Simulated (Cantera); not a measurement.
Charge: 1 mol Si, 2.3 mol CO₂, 28 mol H₂, equilibrated at 925 °C and 12.8 Torr.

Cantera equilibrium calculation (NASA polynomials, part measured and part estimated; ideal gas, pure solids and liquids). Candidate condensed phases: C, C₆H₆, C₇H₈, C₈H₁₈, H₂O, Si, SiC, SiO₂; 123 gas species. The tables hold silica as quartz up to 1696 K and as liquid above; real silica turns to tridymite and cristobalite and melts near 1996 K. The numbers say what is thermodynamically allowed, not how fast it happens.

Base state: H₂ 0.915, CO 0.0753, H₂O 0.00934, CO₂ 0.000563 (mole fractions); condensed: SiO₂(β-quartz).

Question: What changes in the equilibrium state with this change: Si replaced by SiC?

Answer: 
```csv
species,before,after
H₂,0.915,0.915
CO,0.0753,0.0850
CH₄,7.58e-7,0.000228
H₂O,0.00934,3.50e-5
CO₂,0.000563,2.38e-6
"SiO₂(β-quartz), mol",1.00,1.000
"C(graphite), mol",0,0.694
```

Question: What changes in the equilibrium state with this change: Si replaced by Si₃N₄?

Answer: 
| species | before | after |
|---|---|---|
| H₂ | 0.915 | 0.910 |
| CO | 0.0753 | 0.0603 |
| N₂ | 0 | 0.0297 |
| H₂O | 0.00934 | 2.47e-5 |
| HCN | 0 | 1.20e-5 |
| CO₂ | 0.000563 | 1.20e-6 |
| SiO₂(β-quartz), mol | 1.00 | 0.829 |
| C(graphite), mol | 0 | 0.436 |
| Si₂N₂O(s), mol | 0 | 1.09 |
Mutual solubility and eutectic melting of coexisting phases are not modelled. Further candidate phases: Si₂N₂O, Si₃N₄.
